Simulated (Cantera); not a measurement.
A closed system holds: 1 mol Cr2O3, 49 mol H2, 0.054 mol H2O, equilibrated at 24.0 Pa.

Cantera equilibrium calculation (NASA polynomials, part measured and part estimated; ideal gas, pure solids and liquids). Candidate condensed phases: Cr, Cr2O3, H2O; 13 gas species. Equilibrium is a limit: real reactors are often held back by kinetics, nucleation or transport.

Q: At 2198 K, list the 4 most abundant gas species with their mole fractions, and the condensed phases.

A: H2 0.632, H 0.286, H2O 0.0454, Cr 0.0316. Condensed: gas only.
